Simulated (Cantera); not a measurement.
Cantera with NASA thermochemical tables; ideal gases at 1 bar, condensed phases pure. Values are per mole of reaction as written; species without (g) are pure solids or liquids, kept so even where they would boil at 1 bar.

### Question
Between 1473 and 2523 K, where is each reaction favourable under standard conditions?
- 3 F2(g) + 2 AlCl3(g) = 2 AlF3(g) + 3 Cl2(g)

### Answer
- 3 F2(g) + 2 AlCl3(g) = 2 AlF3(g) + 3 Cl2(g): ΔG° is -1220 kJ at 1473 K and -1195 kJ at 2523 K; it stays negative (K > 1). ΔH° is -1257 kJ and ΔS° -25 J/K at 2523 K.
